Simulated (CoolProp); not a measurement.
Cyclopentane at 520.66 K and 6.31 MPa is throttled through a valve to 3.29 MPa with no heat exchange. Each further row changes one setting.

The numbers come from the reference Helmholtz-energy equation of state, Gedanitz 2015 in CoolProp.

| case | temperature change (K) | final phase | final density (kg/m³) |
|---|---|---|---|
| as stated | -32.6 | two-phase, vapour fraction 0.570 | 153 |
| outlet pressure 0.987 MPa | -103.9 | gas | 24.1 |
| outlet pressure 4.28 MPa | -13.8 | two-phase, vapour fraction 0.261 | 291 |
